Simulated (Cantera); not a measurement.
An isothermal, constant-pressure homogeneous reactor starts with NH₃ : N₂ = 1 : 2.7 (molar parts), at 1750 K and 20.0 Torr. Integrator tolerance rtol = 1e-08.

Model: the gas-phase N/H chemistry of the illustrative SiF4/NH3 mechanism in the Surface Chemkin manual (1991), integrated in Cantera. Walls and surfaces, which speed up NH3 decomposition in real reactors, are not modelled.

**Question.** What does this change do: NH3 1 to 0.18 parts?

**Answer.** 
```csv
quantity,before,after
x(NH₃) at 2.00 s,0.211 (gas-phase equilibrium 1.27e-7),0.0467 (gas-phase equilibrium 2.14e-8)
x(H) at 2.00 s,2.61e-5 (gas-phase equilibrium 0.000809),1.62e-5 (gas-phase equilibrium 0.000425)
x(H₂) at 2.00 s,0.0699 (gas-phase equilibrium 0.319),0.0221 (gas-phase equilibrium 0.0880)
x(N₂H₄) at 2.00 s,5.25e-9 (gas-phase equilibrium <1e-12),9.69e-10 (gas-phase equilibrium <1e-12)
x(N) at 2.00 s,1.88e-7 (gas-phase equilibrium 7.37e-11),2.45e-7 (gas-phase equilibrium 8.53e-11)
x(N₂) at 2.00 s,0.719 (gas-phase equilibrium 0.681),0.931 (gas-phase equilibrium 0.912)
```

**Question.** What does this change do: temperature 1750 to 2223 K?

**Answer.** 
| quantity | before | after |
|---|---|---|
| x(NH₃) at 2.00 s | 0.211 (gas-phase equilibrium 1.27e-7) | 1.26e-6 (gas-phase equilibrium 5.31e-8) |
| x(H) at 2.00 s | 2.61e-5 (gas-phase equilibrium 0.000809) | 0.0149 (gas-phase equilibrium 0.0218) |
| x(H₂) at 2.00 s | 0.0699 (gas-phase equilibrium 0.319) | 0.309 (gas-phase equilibrium 0.305) |
| x(N₂H₄) at 2.00 s | 5.25e-9 (gas-phase equilibrium <1e-12) | <1e-12 (gas-phase equilibrium <1e-12) |
| x(N) at 2.00 s | 1.88e-7 (gas-phase equilibrium 7.37e-11) | 6.00e-7 (gas-phase equilibrium 8.18e-8) |
| x(N₂) at 2.00 s | 0.719 (gas-phase equilibrium 0.681) | 0.676 (gas-phase equilibrium 0.673) |

**Question.** What does this change do: NH3 1 to 4.9 parts?

**Answer.** 
| quantity | before | after |
|---|---|---|
| x(NH₃) at 2.00 s | 0.211 (gas-phase equilibrium 1.27e-7) | 0.506 (gas-phase equilibrium 2.48e-7) |
| x(H) at 2.00 s | 2.61e-5 (gas-phase equilibrium 0.000809) | 3.02e-5 (gas-phase equilibrium 0.00110) |
| x(H₂) at 2.00 s | 0.0699 (gas-phase equilibrium 0.319) | 0.126 (gas-phase equilibrium 0.587) |
| x(N₂H₄) at 2.00 s | 5.25e-9 (gas-phase equilibrium <1e-12) | 1.26e-8 (gas-phase equilibrium <1e-12) |
| x(N) at 2.00 s | 1.88e-7 (gas-phase equilibrium 7.37e-11) | 1.33e-7 (gas-phase equilibrium 5.73e-11) |
| x(N₂) at 2.00 s | 0.719 (gas-phase equilibrium 0.681) | 0.367 (gas-phase equilibrium 0.412) |
